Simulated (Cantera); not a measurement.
Charge: 1 mol B₂O₃, 0.16 mol NH₃, equilibrated at 2000 °C and 750 Torr.

These are equilibrium values from Cantera (NASA tables, ideal gas, pure condensed phases), not measurements of a reactor. Candidate condensed phases: B, BN, B₂O₃, B₃O₃H₃, H₂O; 39 gas species. Kinetics and transport are ignored.

Base state: B₂O₃ 0.580, HBO₂ 0.123, H₂ 0.122, N₂ 0.0709, HBO 0.0477, B₂O₂ 0.0356, BO 0.0132, H₂O 0.00402 (mole fractions); condensed: B₂O₃(l).

Q: What changes in the equilibrium state with this change: temperature from 2000 °C to 1625 °C?

A: 
```csv
species,before,after
H₂,0.122,0.702
N₂,0.0709,0.241
HBO₂,0.123,0.0203
B₂O₃,0.580,0.0124
BO,0.0132,0.000281
B₂O₂,0.0356,0.00160
HBO,0.0477,0.0187
BO₂,0.000555,1.87e-6
OH,1.50e-5,2.22e-7
"B₂O₃(l), mol",0.201,0.989
"BN(s), mol",0,0.000414
```
Mutual solubility and eutectic melting of coexisting phases are not modelled.

Q: What changes in the equilibrium state with this change: temperature from 2000 °C to 775 °C?

A: 
```json
[
 {"species": "H₂", "before": "0.122", "after": "0.747"},
 {"species": "N₂", "before": "0.0709", "after": "0.249"},
 {"species": "H₂O", "before": "0.00402", "after": "0.00447"},
 {"species": "B₂O₃", "before": "0.580", "after": "<1e-9"},
 {"species": "B₂O₂", "before": "0.0356", "after": "<1e-9"},
 {"species": "BO", "before": "0.0132", "after": "<1e-9"},
 {"species": "HBO", "before": "0.0477", "after": "7.38e-9"},
 {"species": "HBO₂", "before": "0.123", "after": "4.58e-6"},
 {"species": "BO₂", "before": "0.000555", "after": "<1e-9"},
 {"species": "H", "before": "0.00293", "after": "6.70e-9"},
 {"species": "OH", "before": "1.50e-5", "after": "<1e-9"},
 {"species": "B₂O₃(l), mol", "before": "0.201", "after": "1.000"},
 {"species": "BN(s), mol", "before": "0", "after": "0.000955"}
]
```
Mutual solubility and eutectic melting of coexisting phases are not modelled. Gases not in the tables: H₃BO₃.
